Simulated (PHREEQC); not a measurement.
Make-up at 11 °C: 1.2 mmol/kgw CdCl2, 0.034 mmol/kgw NaCl and 0.5 mmol/kgw HCl. It is in equilibrium with CO2 at log p = 0 (atm). Otherwise closed; pH follows from the charge balance.

Equilibrium calculation in PHREEQC: ion-association model, phreeqc.dat.

```
quantity                    before     after
------------------------  --------  --------
pH                            3.29      2.63
ionic strength (mol/kgw)   0.00378   0.00556
HCO3- (mol/kgw)            3.81e-5   8.37e-6
NaHCO3 (mol/kgw)          6.96e-10  1.49e-10
SI of Halite (NaCl)          -8.65     -8.43
```

Question: What was changed between the two runs?
(A) HCl from 0.0005 to 0.0025 mol/kgw
(B) CdCl2 replaced by CaCl2 at the same molality
(C) HCl from 0.0005 to 0.001 mol/kgw
(D) diluted 100-fold with water
(E) CdCl2 replaced by MnCl2 at the same molality

Answer: A, HCl from 0.0005 to 0.0025 mol/kgw

Precipitation was switched off in this run. Away from 25 °C the constants follow the database's enthalpies or fits; those with neither stay at their 25 °C values.
